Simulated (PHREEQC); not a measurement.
Solution (20 °C): 0.021 mol/kgw Al2(SO4)3 and 0.108 mol/kgw CaCl2. Closed to the air; pH follows from the charge balance.

Equilibrium calculation in PHREEQC: ion-association model, wateq4f.dat.

No solid was allowed to form.

Q: Order these Al species by the share of Al that they hold, largest first: Al+3, AlSO4+, Al(SO4)2-, AlOH+2.

A: AlSO4+ (57 %), Al+3 (35 %), Al(SO4)2- (6.7 %), AlOH+2 (0.67 %)

The pH is 3.83 and the ionic strength 0.406 mol/kgw. Saturation is exceeded, for instance for Basaluminite, Gypsum; the values hold only as long as no solid forms.
